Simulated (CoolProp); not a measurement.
Cyclohexane along the isotherm 620 K: Z from the reference equation and from simpler models built on Tc = 553.6 K, pc = 4081 kPa, ω = 0.209; each cubic takes its own stable root.

Model: reference Helmholtz-energy equation of state, Zhou 2014, in CoolProp.

```json
[
 {"p (kPa)": "437", "phase": "gas", "reference": "0.9743", "Redlich-Kwong": "0.9735", "Soave-Redlich-Kwong": "0.9748"},
 {"p (kPa)": "874", "phase": "gas", "reference": "0.9478", "Redlich-Kwong": "0.9462", "Soave-Redlich-Kwong": "0.9491"},
 {"p (kPa)": "1310", "phase": "gas", "reference": "0.9206", "Redlich-Kwong": "0.9182", "Soave-Redlich-Kwong": "0.9227"},
 {"p (kPa)": "1750", "phase": "gas", "reference": "0.8922", "Redlich-Kwong": "0.8890", "Soave-Redlich-Kwong": "0.8954"},
 {"p (kPa)": "2190", "phase": "gas", "reference": "0.8629", "Redlich-Kwong": "0.8588", "Soave-Redlich-Kwong": "0.8674"},
 {"p (kPa)": "2620", "phase": "gas", "reference": "0.8332", "Redlich-Kwong": "0.8283", "Soave-Redlich-Kwong": "0.8392"},
 {"p (kPa)": "3060", "phase": "gas", "reference": "0.8018", "Redlich-Kwong": "0.7958", "Soave-Redlich-Kwong": "0.8095"},
 {"p (kPa)": "3500", "phase": "gas", "reference": "0.7691", "Redlich-Kwong": "0.7619", "Soave-Redlich-Kwong": "0.7788"},
 {"p (kPa)": "3930", "phase": "gas", "reference": "0.7359", "Redlich-Kwong": "0.7273", "Soave-Redlich-Kwong": "0.7479"},
 {"p (kPa)": "4370", "phase": "supercritical", "reference": "0.7006", "Redlich-Kwong": "0.6903", "Soave-Redlich-Kwong": "0.7155"},
 {"p (kPa)": "4810", "phase": "supercritical", "reference": "0.6638", "Redlich-Kwong": "0.6517", "Soave-Redlich-Kwong": "0.6823"},
 {"p (kPa)": "5250", "phase": "supercritical", "reference": "0.6258", "Redlich-Kwong": "0.6118", "Soave-Redlich-Kwong": "0.6487"},
 {"p (kPa)": "5680", "phase": "supercritical", "reference": "0.5878", "Redlich-Kwong": "0.5727", "Soave-Redlich-Kwong": "0.6162"},
 {"p (kPa)": "6120", "phase": "supercritical", "reference": "0.5494", "Redlich-Kwong": "0.5350", "Soave-Redlich-Kwong": "0.5846"}
]
```
